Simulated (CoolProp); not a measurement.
Vapour-liquid equilibrium of R1234yf (1) + R227EA (2) at 1.09 MPa; x and y are mole fractions of (1).

Computed with CoolProp (multi-fluid Helmholtz-energy mixture model, Lemmon 2022 and Lemmon 2016; pair parameters Bell 2016).

```json
[
 {"x": "0.05", "bubble temperature, mixture model (°C)": "56.1", "bubble temperature, Raoult's law (°C)": "56.1", "y, mixture model": "___", "y, Raoult's law": "0.069"},
 {"x": "0.125", "bubble temperature, mixture model (°C)": "54.9", "bubble temperature, Raoult's law (°C)": "54.9", "y, mixture model": "0.154", "y, Raoult's law": "0.168"},
 {"x": "0.2", "bubble temperature, mixture model (°C)": "53.7", "bubble temperature, Raoult's law (°C)": "53.7", "y, mixture model": "0.242", "y, Raoult's law": "0.261"},
 {"x": "0.275", "bubble temperature, mixture model (°C)": "52.6", "bubble temperature, Raoult's law (°C)": "52.6", "y, mixture model": "___", "y, Raoult's law": "0.349"},
 {"x": "0.35", "bubble temperature, mixture model (°C)": "51.5", "bubble temperature, Raoult's law (°C)": "51.5", "y, mixture model": "0.407", "y, Raoult's law": "0.433"},
 {"x": "0.425", "bubble temperature, mixture model (°C)": "50.4", "bubble temperature, Raoult's law (°C)": "50.4", "y, mixture model": "0.486", "y, Raoult's law": "0.512"},
 {"x": "0.5", "bubble temperature, mixture model (°C)": "49.4", "bubble temperature, Raoult's law (°C)": "49.3", "y, mixture model": "0.561", "y, Raoult's law": "0.587"},
 {"x": "0.575", "bubble temperature, mixture model (°C)": "48.3", "bubble temperature, Raoult's law (°C)": "48.2", "y, mixture model": "___", "y, Raoult's law": "0.659"},
 {"x": "0.65", "bubble temperature, mixture model (°C)": "47.3", "bubble temperature, Raoult's law (°C)": "47.2", "y, mixture model": "0.704", "y, Raoult's law": "0.726"},
 {"x": "0.725", "bubble temperature, mixture model (°C)": "___", "bubble temperature, Raoult's law (°C)": "46.2", "y, mixture model": "0.772", "y, Raoult's law": "0.791"},
 {"x": "0.8", "bubble temperature, mixture model (°C)": "___", "bubble temperature, Raoult's law (°C)": "45.2", "y, mixture model": "0.837", "y, Raoult's law": "0.852"},
 {"x": "0.875", "bubble temperature, mixture model (°C)": "44.3", "bubble temperature, Raoult's law (°C)": "44.3", "y, mixture model": "0.900", "y, Raoult's law": "0.910"},
 {"x": "0.95", "bubble temperature, mixture model (°C)": "43.3", "bubble temperature, Raoult's law (°C)": "43.3", "y, mixture model": "0.961", "y, Raoult's law": "0.965"}
]
```

Question: Complete the blanks.

Answer: 
- 0.05, y, mixture model: 0.063
- 0.275, y, mixture model: 0.326
- 0.575, y, mixture model: 0.634
- 0.725, bubble temperature, mixture model (°C): 46.3
- 0.8, bubble temperature, mixture model (°C): 45.3

The largest gap from Raoult's law is +0.1 K in bubble temperature, at x = 0.65. No azeotrope shows between x = 0.05 and 0.95.

The pair parameters rest on a limited set of measurements; away from them the model extrapolates.
